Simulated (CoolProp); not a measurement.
A closed Brayton cycle with nitrogen: compressor inlet 323.15 K and 4.1 MPa, high pressure 10.3 MPa, turbine inlet 825 K, compressor efficiency 0.8, turbine efficiency 0.9, recuperator effectiveness 0 (on enthalpy, no pinch check). Each further row changes one setting.

The numbers come from the reference Helmholtz-energy equation of state, Span 2000 in CoolProp.

| case | thermal efficiency (%) | net work (kJ/kg) | compressor to turbine work | compressor exit (K) | turbine exit (K) |
|---|---|---|---|---|---|
| as stated | [?] | 55.8 | 0.70 | 445.6 | 662.3 |
| turbine inlet 775 K | [?] | [?] | 0.74 | 445.6 | [?] |
| compressor inlet 333.15 K | 12.7 | [?] | [?] | 459.3 | 662.3 |
| high pressure 8.76 MPa | 11.6 | 51.8 | 0.67 | [?] | 688.4 |
| recuperator effectiveness 0.5 | 18.3 | 55.8 | 0.70 | 445.6 | 662.3 |

Question: Fill in the missing entries.

Answer: 
- as stated, thermal efficiency (%): 13.2
- turbine inlet 775 K, thermal efficiency (%): 12.2
- turbine inlet 775 K, net work (kJ/kg): 44.5
- turbine inlet 775 K, turbine exit (K): 620.7
- compressor inlet 333.15 K, net work (kJ/kg): 51.6
- compressor inlet 333.15 K, compressor to turbine work: 0.72
- high pressure 8.76 MPa, compressor exit (K): 421.7
